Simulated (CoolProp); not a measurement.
Vapour-liquid equilibrium of n-octane (1) + n-dodecane (2) at 0.0464 MPa; x and y are mole fractions of (1).

Values from CoolProp's multi-fluid Helmholtz-energy mixture model, Beckmüller 2019 and Lemmon 2004; pair parameters Bell 2016.

| x | bubble temperature (K) | y at the bubble point | dew temperature at overall composition x (K) | liquid density (mol/L) |
|---|---|---|---|---|
| 0.05 | 448.4 | 0.295 | 457.5 | 3.751 |
| 0.2 | 423.6 | 0.725 | 452.1 | 4.040 |
| 0.35 | 407.1 | 0.876 | 446.0 | 4.312 |
| 0.5 | 395.4 | 0.940 | 438.6 | 4.581 |
| 0.65 | 386.6 | 0.971 | 429.4 | 4.857 |
| 0.8 | 379.8 | 0.988 | 416.6 | 5.146 |
| 0.95 | 374.4 | 0.998 | 393.0 | 5.454 |

No azeotrope shows between x = 0.05 and 0.95.

Pair parameters are fitted to limited data, so mixtures are less certain than the pure fluids.
